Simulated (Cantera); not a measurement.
Cantera run, input and output.

```python
import numpy as np
import cantera as ct

gas = ct.Solution("h2o2.yaml")
gas.TPX = 348, 59000, {'H2': 1, 'O2': 1.02, 'N2': 3.84}
inlet = ct.Reservoir(gas, clone=True)
gas.equilibrate("HP")  # start burning
reactor = ct.IdealGasConstPressureReactor(gas, energy="on", clone=False)
exhaust = ct.Reservoir(gas, clone=True)
tau = [0.072, 0.04, 0.022, 0.013, 0.0071, 0.004, 0.0022, 0.0012, 0.00069, 0.00039, 0.00022, 0.00012, 6.8e-05][0]
for a, b in ((inlet, reactor), (reactor, exhaust)):
    ct.MassFlowController(a, b, mdot=lambda t: reactor.mass / tau)
net = ct.ReactorNet([reactor])
show = ['H2', 'O2', 'H2O2', 'OH', 'HO2']

rows = []
print(f"{'tau/s':>10s}{'T/K':>9s}" + "".join(f"{s:>11s}" for s in show))
for tau in [0.072, 0.04, 0.022, 0.013, 0.0071, 0.004, 0.0022, 0.0012, 0.00069, 0.00039, 0.00022, 0.00012, 6.8e-05]:
    net.initial_time = 0.0
    net.advance(30 * tau)
    before = gas.X
    net.advance(40 * tau)
    drift = np.max(np.abs(gas.X - before) / (gas.X + 1e-9))
    rows.append([gas.T, *gas[show].X, drift])
    print(f"{tau:10.3e}{gas.T:9.1f}" + "".join(f"{x:11.3e}" for x in gas[show].X))
```

Output:

```
     tau/s      T/K         H2         O2       H2O2         OH        HO2
 7.200e-02   1653.5  3.497e-04  9.651e-02  1.835e-07  1.798e-03  3.342e-06
 4.000e-02   1649.3  5.158e-04  9.641e-02  2.356e-07  2.168e-03  4.680e-06
 2.200e-02   1643.3  7.638e-04  9.629e-02  3.027e-07  2.609e-03  6.517e-06
 1.300e-02   1636.1  1.075e-03  9.618e-02  3.773e-07  3.052e-03  8.605e-06
 7.100e-03   1624.6  1.581e-03  9.604e-02  4.874e-07  3.619e-03  1.161e-05
 4.000e-03   1609.2  2.262e-03  9.594e-02  6.269e-07  4.194e-03  1.506e-05
 2.200e-03   1586.9  3.248e-03  9.589e-02  8.290e-07  4.789e-03  1.924e-05
 1.200e-03   1555.4  4.631e-03  9.599e-02  1.131e-06  5.317e-03  2.399e-05
 6.900e-04   1516.8  6.346e-03  9.635e-02  1.552e-06  5.649e-03  2.876e-05
 3.900e-04   1465.1  8.797e-03  9.720e-02  2.223e-06  5.750e-03  3.424e-05
 2.200e-04   1398.9  1.257e-02  9.903e-02  3.268e-06  5.527e-03  4.081e-05
 1.200e-04   1306.3  2.038e-02  1.034e-01  4.881e-06  4.830e-03  5.052e-05
 6.800e-05    348.0  1.706e-01  1.741e-01  2.946e-18  1.807e-22  1.583e-17
```

Computed with Cantera and the H2/O2 subset of GRI-Mech 3.0, which has no nitrogen chemistry.
